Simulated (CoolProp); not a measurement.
Saturation properties of isobutene (Tc = 418.1 K, pc = 40.16 bar, ω = 0.193).

The numbers come from the reference Helmholtz-energy equation of state, Lemmon 2005 in CoolProp. It is a short technical equation, of lower accuracy than the large ones.

```tsv
T (K)	p (bar)	vapour density (kg/m³)	surface tension (mN/m)
195.8	0.01967	0.06800	25.1
210.8	0.05908	0.1903	23.0
225.8	0.1499	0.4533	21.0
240.8	0.3327	0.9516	19.0
255.8	0.6632	1.808	17.0
270.8	1.211	3.172	15.1
285.8	2.060	5.223	13.2
300.8	3.302	8.178	11.4
315.8	5.039	12.31	9.65
330.8	7.381	17.96	7.94
```

It boils at 266.1 K under 1 atm.

Surface tension comes from a separate correlation (Mulero 2012).
